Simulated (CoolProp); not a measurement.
Vapour-liquid equilibrium of R22 (1) + C3F8 (R218) (2) at 266 K; x and y are mole fractions of (1).

The numbers come from the multi-fluid Helmholtz-energy mixture model, Kamei 1995 and Lemmon 2006; pair parameters Bell 2016 in CoolProp.

```csv
x,bubble pressure (MPa),y at the bubble point,dew pressure at overall composition x (MPa),liquid density (mol/L)
0.05,0.3584,0.123,0.3388,8.090
0.125,0.3988,0.257,0.3590,8.374
0.2,0.4303,0.353,0.3809,8.684
0.275,0.4539,0.424,0.4045,9.024
0.35,0.4706,0.479,0.4293,(withheld)
0.425,0.4818,0.523,0.4541,9.813
0.5,0.4885,(withheld),0.4762,10.27
0.575,0.4917,0.594,0.4903,10.79
0.65,0.4915,0.627,0.4896,11.36
0.725,0.4877,0.664,0.4749,12.01
0.8,0.4786,0.710,0.4534,12.73
0.875,0.4608,0.775,0.4299,13.53
0.95,0.4278,0.882,0.4067,(withheld)
```

Question: What belongs in the gaps?

Answer: 
- 0.35, liquid density (mol/L): 9.398
- 0.5, y at the bubble point: 0.561
- 0.95, liquid density (mol/L): 14.44

y crosses x between x = 0.575 and 0.65: the model has an azeotrope there.

Pair parameters are fitted to limited data, so mixtures are less certain than the pure fluids.
